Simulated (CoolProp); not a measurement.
Vapour-liquid equilibrium of acetone (1) + n-decane (2) at 452.9 K; x and y are mole fractions of (1).

The numbers come from the multi-fluid Helmholtz-energy mixture model, Lemmon 2006 and Lemmon 2006; pair parameters Bell 2016 in CoolProp.

Task: Give the bubble pressure and the first vapour's composition at x = 0.25, 0.35, 0.95. Is there an azeotrope?

Result: x = 0.25: 0.6686 MPa, y = 0.830; x = 0.35: 0.8623 MPa, y = 0.872; x = 0.95: 1.859 MPa, y = 0.987. No azeotrope shows between x = 0.05 and 0.95.

Pair parameters are fitted to limited data, so mixtures are less certain than the pure fluids. The gap from Raoult's law changes sign with composition, which may be real or a fault of the pair parameters; it wasn't checked against measurements.
